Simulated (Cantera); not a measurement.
Input (Python, Cantera) and output of one run.

```python
import numpy as np
import cantera as ct

gas_names = """
    Fe FeO Fe(OH)2 H HO2 H2 H2O H2O2 O OH O2 O3
""".split()
cond_names = """
    Fe(a) Fe(c) Fe(d) Fe(L) FeO(s) FeO(L) Fe(OH)2(s) Fe(OH)3(s) Fe2O3(s) Fe3O4(s) H2O(s) H2O(L)
""".split()


def load(file, names, dense=False):
    # The tables refer to 1 bar. Condensed volumes are neglected.
    table = {s.name: s for s in ct.Species.list_from_file(file)}
    out = []
    for n in names:
        d = dict(table[n].input_data)
        d["thermo"] = dict(d["thermo"], **{"reference-pressure": 1e5})
        if dense:
            d["equation-of-state"] = {"model": "constant-volume", "density": "1e6 g/cm^3"}
        out.append(ct.Species.from_dict(d))
    return out


gas = ct.Solution(thermo="ideal-gas", species=load("nasa_gas.yaml", gas_names))
cond = {s.name: ct.Solution(thermo="fixed-stoichiometry", species=[s], name=s.name)
        for s in load("nasa_condensed.yaml", cond_names, dense=True)}
atoms = {
    'Fe3O4': {'Fe': 3, 'O': 4},
    'H2': {'H': 2},
}
top_T = {'Fe2O3(s)': 1830, 'Fe3O4(s)': 1870}  # K; cautious upper limits of use, not melting points


def equilibrate(T, P, feed):
    n = {}
    for name, mol in feed.items():
        for a, k in atoms[name].items():
            n[a] = n.get(a, 0.0) + k * mol
    gas.TPX = T, P, n
    mass = sum(n.values()) * gas.mean_molecular_weight
    gas.equilibrate("TP")
    valid = [c for c in cond.values() if c.min_temp <= T <= top_T.get(c.name, c.max_temp)]
    mix = ct.Mixture([(gas, mass / gas.mean_molecular_weight)] + [(c, 0.0) for c in valid])
    mix.T, mix.P = T, P
    mix.equilibrate("TP", solver="vcs", rtol=1e-11, max_steps=5000)
    return mix


results = []
T = 1025  # K
P = 24  # Pa
for m in [2.7, 6.5, 15, 36, 84, 200, 470]:
    feed = {'Fe3O4': 1, 'H2': m}  # mol
    mix = equilibrate(T, P, feed)
    results.append((T, P, feed, dict(zip(mix.species_names, mix.species_moles))))

top = {s: max(r[3][s] / sum(r[3][g] for g in gas_names) for r in results) for s in gas_names}
cols = sorted((s for s in top if top[s] > 0.0001), key=lambda s: -top[s])[:6]
seen = [c for c in cond_names if any(r[3].get(c, 0) > 1e-12 for r in results)]
print("log10 of partial pressures in bar; condensed amounts in mol")
print(f"{'n(H2)':>10s}" + "".join(f"{s[:9]:>10s}" for s in cols + seen))
for T, P, feed, n in results:
    ng = sum(n[g] for g in gas_names)
    print(f"{feed['H2']:10.4g}" + "".join(f"{np.log10(max(n[s] / ng * P / 1e5, 1e-99)):10.3f}" for s in cols)
          + "".join(f"{n.get(c, 0):10.4g}" for c in seen))
```

Output:

```
log10 of partial pressures in bar; condensed amounts in mol
     n(H2)        H2       H2O     Fe(a)    FeO(s)
       2.7    -3.821    -4.051         0         3
       6.5    -3.695    -4.418   0.03535     2.965
        15    -3.695    -4.418     1.389     1.611
        36    -3.671    -4.574         3         0
        84    -3.641    -4.942         3         0
       200    -3.629    -5.319         3         0
       470    -3.624    -5.690         3         0
```

Cantera equilibrium calculation (NASA polynomials, part measured and part estimated; ideal gas, pure solids and liquids). Mutual solubility and eutectic melting of coexisting phases are not modelled. The tables' stoichiometric FeO is somewhat more stable than real wüstite, so its field is too wide. FeO: taken at fixed stoichiometry.
